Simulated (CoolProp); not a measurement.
A closed Brayton cycle with dry air: compressor inlet 314.15 K and 0.71 MPa, high pressure 2.36 MPa, turbine inlet 880 K, compressor efficiency 0.89, turbine efficiency 0.9, recuperator effectiveness 0.8 (on enthalpy, no pinch check). Each further row changes one setting.

The numbers come from the reference Helmholtz-energy equation of state, Lemmon 2000 in CoolProp. It is a pseudo-pure fit of the blend.

```csv
case,thermal efficiency (%),net work (kJ/kg),compressor to turbine work,compressor exit (K),turbine exit (K)
as stated,…,89.9,0.62,458.1,665.3
turbine inlet 830 K,29.6,…,…,458.1,…
compressor inlet 324.15 K,30.8,85.3,0.64,472.4,665.3
high pressure 2.01 MPa,…,85.1,…,…,690.7
recuperator effectiveness 0.5,…,89.9,0.62,458.1,665.3
```

Problem. Complete the blanks.

Solution. 
- as stated, thermal efficiency (%): 32.1
- turbine inlet 830 K, net work (kJ/kg): 76.2
- turbine inlet 830 K, compressor to turbine work: 0.66
- turbine inlet 830 K, turbine exit (K): 625.8
- high pressure 2.01 MPa, thermal efficiency (%): 32.4
- high pressure 2.01 MPa, compressor to turbine work: 0.59
- high pressure 2.01 MPa, compressor exit (K): 436.1
- recuperator effectiveness 0.5, thermal efficiency (%): 26.1
